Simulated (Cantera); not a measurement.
Input (Python, Cantera) and output of one run.

```python
import numpy as np
import cantera as ct

gas_names = """
    F F2 N NF NF2 NF3 N2 Si SiF SiF2 SiF3 SiF4 SiN Si2 Si2N Si3
""".split()
cond_names = """
    Si(cr) Si(L) Si3N4(a)
""".split()


# ... load() reads the species with a 1 bar reference pressure and builds the phases ...
atoms = {
    'SiF4': {'Si': 1, 'F': 4},
    'N2': {'N': 2},
}
top_T = {'Si3N4(a)': 2400}  # K; cautious upper limits of use, not melting points


# ... equilibrate(T, P, feed) seeds the gas with the atoms and calls Mixture.equilibrate('TP', solver="vcs", rtol=1e-11, max_steps=5000) ...
results = []
feed = {'SiF4': 1, 'N2': 0.9}  # mol
T = 1175  # K
P = 10000  # Pa
mix = equilibrate(T, P, feed)
results.append((T, P, feed, dict(zip(mix.species_names, mix.species_moles))))
print(gas.report(threshold=0.001))
for i in range(1, mix.n_phases):
    print(f"{mix.phase(i).name:16s} {mix.phase_moles(i):12.5e} mol")
```

Result:

```
       temperature   1175 K
          pressure   10000 Pa
           density   0.069654 kg/m^3
  mean mol. weight   68.048 kg/kmol
   phase of matter   gas

                          1 kg             1 kmol
                     ---------------   ---------------
          enthalpy       -1.1655e+07       -7.9313e+08  J
   internal energy       -1.1799e+07        -8.029e+08  J
           entropy            5153.8        3.5071e+05  J/K
    Gibbs function       -1.7711e+07       -1.2052e+09  J
 heat capacity c_p            1034.6             70402  J/K
 heat capacity c_v            912.41             62088  J/K

                      mass frac. Y      mole frac. X     chem. pot. / RT
                     ---------------   ---------------   ---------------
                N2           0.19501           0.47368           -28.345
              SiF4           0.80499           0.52632           -208.88
     [  +14 minor]        1.6088e-09        2.1036e-09

Si(cr)            0.00000e+00 mol
Si3N4(a)          0.00000e+00 mol
```

Cantera equilibrium calculation (NASA polynomials, part measured and part estimated; ideal gas, pure solids and liquids).
